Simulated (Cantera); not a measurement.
Input: 1 mol TEOS, 1.8 mol N₂O, 3.9 mol H₂, held at 1100 K and 0.0100 bar.

These are equilibrium values from Cantera (NASA tables, ideal gas, pure condensed phases), not measurements of a reactor. Candidate condensed phases: C, C₆H₆, C₇H₈, C₈H₁₈, H₂O, Si, SiC, SiO₂, Si₂N₂O, Si₃N₄; 151 gas species. The feed counts by its element totals alone. Kinetics and transport are ignored.

Base state: H₂ 0.713, CO 0.195, N₂ 0.0923, CH₄ 0.000182, H₂O 0.000124, CO₂ 3.35e-5 (mole fractions); condensed: C(graphite) + SiO₂(β-quartz).

**Question.** What changes in the equilibrium state with this change: pressure from 0.0100 bar to 0.100 bar?

**Answer.** 
```csv
species,before,after
H₂,0.713,0.710
CO,0.195,0.194
N₂,0.0923,0.0926
CH₄,0.000182,0.00181
H₂O,0.000124,0.00123
CO₂,3.35e-5,0.000331
"C(graphite), mol",4.20,4.20
"SiO₂(β-quartz), mol",1.00,1.00
```

**Question.** What changes in the equilibrium state with this change: temperature from 1100 K to 1525 K?

**Answer.** 
| species | before | after |
|---|---|---|
| H₂ | 0.713 | 0.646 |
| CO | 0.195 | 0.269 |
| N₂ | 0.0923 | 0.0836 |
| SiO | <1e-9 | 0.000585 |
| H | 2.18e-7 | 0.000190 |
| CO₂ | 3.35e-5 | 3.87e-7 |
| HCN | 5.70e-6 | 0.000292 |
| C(graphite), mol | 4.20 | 1.22 |
| SiO₂(β-quartz), mol | 1.00 | 0 |
| SiC(s), mol | 0 | 0.987 |
